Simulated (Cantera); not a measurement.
A freely propagating, adiabatic, planar premixed flame of CH₄ : CO : O₂ : N₂ = 1 : 0.045 : 1.69 : 6.34 (molar parts), unburnt at 600 K and 4.60 bar; mixture-averaged transport, grid criteria slope 0.08 and curve 0.16, no radiation.

Computed with Cantera and GRI-Mech 3.0 (53 species, 325 reactions). Burning velocities carry a grid error of a few per cent, more on coarse grids.

x: mole fraction of selected species; z is measured from the peak of heat release.

```tsv
z (mm)	T (K)	u (m/s)	x CH₄	x CO	x O₂	x HCO	x CH₂O	x CH₂
-0.329	601	0.707	0.110	0.00496	0.186	<1e-8	3.30e-7	<1e-8
-0.220	607	0.716	0.109	0.00507	0.185	<1e-8	6.61e-6	<1e-8
-0.165	624	0.739	0.107	0.00543	0.183	<1e-8	2.98e-5	<1e-8
-0.110	728	0.871	0.0992	0.00822	0.174	<1e-8	0.000246	<1e-8
-0.0549	1187	1.44	0.0664	0.0244	0.132	5.97e-7	0.00127	___
-0.0274	1602	1.97	0.0355	0.0426	0.0876	9.90e-6	0.00128	___
0	1983	2.45	0.00857	0.0602	0.0401	2.97e-5	0.000554	___
0.0274	2155	2.66	0.000725	0.0615	0.0141	1.34e-5	0.000109	___
0.0549	2207	2.71	3.78e-5	0.0555	0.00587	1.50e-6	8.70e-6	___
0.110	2252	2.76	1.65e-7	0.0498	0.00251	2.12e-7	4.67e-8	___
0.220	2296	2.81	<1e-8	0.0480	0.00128	1.37e-7	<1e-8	<1e-8
0.439	2330	2.84	<1e-8	0.0475	0.000569	8.45e-8	<1e-8	<1e-8
0.878	2349	2.86	<1e-8	0.0473	0.000241	5.34e-8	<1e-8	<1e-8
```

Task: What belongs in the gaps?

Result: 
- -0.0549, x CH₂: 8.92e-8
- -0.0274, x CH₂: 5.48e-6
- 0, x CH₂: 6.47e-5
- 0.0274, x CH₂: 3.73e-5
- 0.0549, x CH₂: 3.57e-6
- 0.110, x CH₂: 2.03e-8
